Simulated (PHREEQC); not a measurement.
Dissolve 0.059 mol/kgw Pb(NO3)2, 0.012 mol/kgw MgSO4, 0.00057 mol/kgw NaHCO3 and 0.0036 mol/kgw NaCl at 25 °C. Closed to the air; pH follows from the charge balance.

Computed with PHREEQC (ion-association model, phreeqc.dat).

| quantity | before | after |
|---|---|---|
| pH | 5.32 | 5.90 |
| Pb2OH+3 (mol/kgw) | 0.000140 | 1.72e-5 |
| SI of Pb(OH)2 (Pb(OH)2) | +0.53 | +1.09 |

**Question.** Which change was made?
A. NaHCO3 left out
B. Pb(NO3)2 from 0.059 to 0.0118 mol/kgw
C. NaCl left out
D. MgSO4 left out

**Answer.** B, Pb(NO3)2 from 0.059 to 0.0118 mol/kgw

No solid was allowed to form. Some of these states are supersaturated (in Anglesite, Cerussite, for instance).
